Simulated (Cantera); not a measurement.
Input (Python, Cantera):

```python
import numpy as np
import cantera as ct

gas = ct.Solution("gri30.yaml")
gas.TPX = 2100, 59000, {'NO': 1, 'N2': 0.017}
inlet = ct.Reservoir(gas, clone=True)

reactor = ct.IdealGasConstPressureReactor(gas, energy="off", clone=False)
exhaust = ct.Reservoir(gas, clone=True)
tau = [1.2, 0.55, 0.26, 0.13, 0.06, 0.028, 0.014, 0.0064][0]
for a, b in ((inlet, reactor), (reactor, exhaust)):
    ct.MassFlowController(a, b, mdot=lambda t: reactor.mass / tau)
net = ct.ReactorNet([reactor])
show = ['NO', 'N2O', 'N2', 'O', 'NO2']

rows = []
print(f"{'tau/s':>10s}{'T/K':>9s}" + "".join(f"{s:>11s}" for s in show))
for tau in [1.2, 0.55, 0.26, 0.13, 0.06, 0.028, 0.014, 0.0064]:
    net.initial_time = 0.0
    net.advance(30 * tau)
    before = gas.X
    net.advance(40 * tau)
    drift = np.max(np.abs(gas.X - before) / (gas.X + 1e-9))
    rows.append([gas.T, *gas[show].X, drift])
    print(f"{tau:10.3e}{gas.T:9.1f}" + "".join(f"{x:11.3e}" for x in gas[show].X))
```

Output:

```
     tau/s      T/K         NO        N2O         N2          O        NO2
 1.200e+00   2100.0  2.135e-01  1.798e-05  4.012e-01  1.137e-03  3.258e-04
 5.500e-01   2100.0  3.425e-01  4.670e-05  3.367e-01  1.045e-03  4.772e-04
 2.600e-01   2100.0  5.046e-01  1.039e-04  2.556e-01  9.157e-04  6.096e-04
 1.300e-01   2100.0  6.612e-01  1.838e-04  1.773e-01  7.695e-04  6.612e-04
 6.000e-02   2100.0  8.035e-01  2.811e-04  1.061e-01  6.055e-04  6.169e-04
 2.800e-02   2100.0  8.924e-01  3.555e-04  6.167e-02  4.735e-04  5.194e-04
 1.400e-02   2100.0  9.367e-01  3.950e-04  3.951e-02  3.895e-04  4.352e-04
 6.400e-03   2100.0  9.619e-01  4.111e-04  2.694e-02  3.293e-04  3.668e-04
```

Cantera simulation using GRI-Mech 3.0 (53 species, 325 reactions); the numbers are that mechanism's predictions, not measurements.
